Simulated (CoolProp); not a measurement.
Model: reference Helmholtz-energy equation of state, de Reuck 1990, in CoolProp.

### Question
For fluorine, give the phase and the Z, speed of sound (m/s), Joule-Thomson coefficient (K/MPa), isothermal compressibility (1/MPa) at 70.8 K and 7660 kPa; 144.7 K and 7660 kPa.

### Answer
- 70.8 K and 7660 kPa: liquid; Z 0.307, speed of sound 997, Joule-Thomson coefficient -0.310, isothermal compressibility 0.00105
- 144.7 K and 7660 kPa: supercritical; Z 0.258, speed of sound 317, Joule-Thomson coefficient 0.886, isothermal compressibility 0.0393
